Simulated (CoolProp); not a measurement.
A single-stage vapour-compression cycle with R245fa: evaporating at 270.15 K (dew point), condensing at 320.15 K (bubble point), superheat 10 K, subcooling 5 K, compressor efficiency 0.6, no pressure losses. Each further row changes one setting.

Values from CoolProp's reference Helmholtz-energy equation of state, Akasaka 2015.

| case | cooling COP | pressure ratio | discharge temperature (K) | refrigerating effect (kJ/kg) | volumetric capacity (kJ/m³) |
|---|---|---|---|---|---|
| as stated | ? | 6.76 | 348.5 | 156 | 425 |
| evaporating temperature 275.15 K | 3.17 | ? | ? | 160 | 540 |
| condensing temperature 315.15 K | 3.12 | 5.77 | 342.7 | 163 | 443 |
| subcooling 10 K | 2.86 | 6.76 | 348.5 | 163 | 443 |
| superheat 20 K | 2.78 | 6.76 | ? | ? | 431 |
| compressor efficiency 0.5 | ? | 6.76 | ? | 156 | 425 |

Q: Fill in the missing entries.

A: 
- as stated, cooling COP: 2.74
- evaporating temperature 275.15 K, pressure ratio: 5.38
- evaporating temperature 275.15 K, discharge temperature (K): 345.8
- superheat 20 K, discharge temperature (K): 359.2
- superheat 20 K, refrigerating effect (kJ/kg): 164
- compressor efficiency 0.5, cooling COP: 2.28
- compressor efficiency 0.5, discharge temperature (K): 359.8
